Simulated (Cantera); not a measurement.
A freely propagating, adiabatic, planar premixed flame of CH₄ : O₂ : N₂ = 1 : 1.33 : 5.01 (molar parts), unburnt at 450 K and 4.93 atm; mixture-averaged transport, grid criteria slope 0.08 and curve 0.16, no radiation.

Cantera simulation using GRI-Mech 3.0 (53 species, 325 reactions); the numbers are that mechanism's predictions, not measurements. Burning velocities carry a grid error of a few per cent, more on coarse grids.

Problem. What does this change do: 0.23 parts CO2 added?

Solution. 
```tsv
quantity	before	after
laminar burning velocity	14.2 cm/s	10.9 cm/s
thermal thickness	0.315 mm	0.389 mm
peak x(H)	0.000448	0.000287
peak x(CH₂)	1.04e-5	6.00e-6
peak x(H₂O₂)	5.13e-5	5.08e-5
```

Problem. What does this change do: N2 5.01 to 3.9 parts?

Solution. 
| quantity | before | after |
|---|---|---|
| laminar burning velocity | 14.2 cm/s | 27.1 cm/s |
| thermal thickness | 0.315 mm | 0.183 mm |
| peak x(H) | 0.000448 | 0.00137 |
| peak x(CH₂) | 1.04e-5 | 3.93e-5 |
| peak x(H₂O₂) | 5.13e-5 | 5.13e-5 |
